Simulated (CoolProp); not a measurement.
R123 along the isobar 1.01 bar: Z from the reference equation and from simpler models built on Tc = 456.8 K, pc = 36.62 bar, ω = 0.282; each cubic takes its own stable root.

Model: reference Helmholtz-energy equation of state, Younglove 1994, in CoolProp. It is a modified Benedict-Webb-Rubin equation, recast in Helmholtz form.

```json
[
 {"T (K)": "297.2", "phase": "liquid", "reference": "0.004263"},
 {"T (K)": "309.3", "phase": "gas", "reference": "0.9612"},
 {"T (K)": "321.4", "phase": "gas", "reference": "0.9664"},
 {"T (K)": "333.6", "phase": "gas", "reference": "0.9707"},
 {"T (K)": "345.7", "phase": "gas", "reference": "0.9743"},
 {"T (K)": "357.8", "phase": "gas", "reference": "0.9773"},
 {"T (K)": "369.9", "phase": "gas", "reference": "0.9798"},
 {"T (K)": "382", "phase": "gas", "reference": "0.9820"},
 {"T (K)": "394.1", "phase": "gas", "reference": "0.9839"}
]
```

**Question.** How far does each simpler model (van der Waals, Redlich-Kwong, Soave-Redlich-Kwong, Peng-Robinson) lie from the reference over these 9 states: mean and median of the absolute difference, and the worst?

**Answer.** 
- van der Waals: mean 2537.0 %, median 1.0 %, worst +22825.2 % at 297.2 K and 1.01 bar
- Redlich-Kwong: mean 2513.1 %, median 0.5 %, worst +22614.1 % at 297.2 K and 1.01 bar
- Soave-Redlich-Kwong: mean 1.4 %, median 0.3 %, worst +10.0 % at 297.2 K and 1.01 bar
- Peng-Robinson: mean 0.5 %, median 0.1 %, worst -2.7 % at 297.2 K and 1.01 bar

At some of these states van der Waals, Redlich-Kwong gives the other phase, because its saturation line lies elsewhere.
